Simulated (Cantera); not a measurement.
An isothermal, constant-pressure homogeneous reactor starts with 2.44 % H2, 97.6 % O2, at 950 K and 1.28 Torr.

Cantera simulation using GRI-Mech 3.0 (53 species, 325 reactions); the numbers are that mechanism's predictions, not measurements. Radical loss at walls, strong at low pressure, is not modelled.

One state of this run: x H2 = 4.96e-5; x O2 = 0.972; x H2O = 0.0243; x H = 0.000352; x H2O2 = 4.95e-9; x OH = 0.000294. x: mole fraction; the columns are a selection and need not sum to one.

**Question.** Which value of t (s) does it belong to?
A) 2.86
B) 200
C) 23.9
D) 0.0142

**Answer.** A, 2.86
